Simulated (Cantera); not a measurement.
Input (Python, Cantera) and output of one run.

```python
import numpy as np
import cantera as ct

gas_names = """
    AL ALBr ALBr3 ALN ALO ALO2 AL2 AL2Br6 AL2O AL2O2 Br Br2 N NO NO2 NO3 N2 N2O O O2 O3
""".split()
cond_names = """
    AL(cr) AL(L) ALBr3(s) ALBr3(L) ALN(s) AL2O3(a) AL2O3(L) Br2(cr) Br2(L)
""".split()


# ... load() reads the species with a 1 bar reference pressure and builds the phases ...
atoms = {
    'AlBr3': {'AL': 1, 'Br': 3},
    'O2': {'O': 2},
    'N2': {'N': 2},
}
top_T = {'ALN(s)': 2750}  # K; cautious upper limits of use, not melting points


# ... equilibrate(T, P, feed) seeds the gas with the atoms and calls Mixture.equilibrate('TP', solver="vcs", rtol=1e-11, max_steps=5000) ...
results = []
feed = {'AlBr3': 1, 'O2': 0.22, 'N2': 1.2}  # mol
P = 7000  # Pa
for T in [673, 873, 1073, 1273, 1473, 1673, 1873, 2073, 2273]:
    mix = equilibrate(T, P, feed)
    results.append((T, P, feed, dict(zip(mix.species_names, mix.species_moles))))

top = {s: max(r[3][s] / sum(r[3][g] for g in gas_names) for r in results) for s in gas_names}
cols = sorted((s for s in top if top[s] > 0.001), key=lambda s: -top[s])[:7]
seen = [c for c in cond_names if any(r[3].get(c, 0) > 1e-12 for r in results)]
print("log10 of partial pressures in bar; condensed amounts in mol")
print(f"{'T/K':>10s}" + "".join(f"{s[:9]:>10s}" for s in cols + seen))
for T, P, feed, n in results:
    ng = sum(n[g] for g in gas_names)
    print(f"{T:10.4g}" + "".join(f"{np.log10(max(n[s] / ng * P / 1e5, 1e-99)):10.3f}" for s in cols)
          + "".join(f"{n.get(c, 0):10.4g}" for c in seen))
```

Result:

```
log10 of partial pressures in bar; condensed amounts in mol
       T/K        N2        Br     ALBr3       Br2      ALBr    AL2Br6  AL2O3(a)
       673    -1.421    -5.647    -1.855    -1.857   -28.471    -2.378    0.1467
       873    -1.446    -3.927    -1.680    -1.884   -20.187    -3.956    0.1467
      1073    -1.451    -2.848    -1.681    -1.911   -15.106    -5.129    0.1467
      1273    -1.468    -2.162    -1.698    -2.044   -11.535    -5.941    0.1467
      1473    -1.498    -1.801    -1.728    -2.427    -8.673    -6.550    0.1467
      1673    -1.515    -1.687    -1.745    -3.043    -6.170    -6.986    0.1467
      1873    -1.521    -1.660    -1.753    -3.660    -4.067    -7.307    0.1467
      2073    -1.555    -1.591    -1.863    -4.065    -2.571    -7.764    0.1467
      2273    -1.659    -1.454    -2.477    -4.242    -2.020    -9.181    0.1466
```

Cantera equilibrium calculation (NASA polynomials, part measured and part estimated; ideal gas, pure solids and liquids).
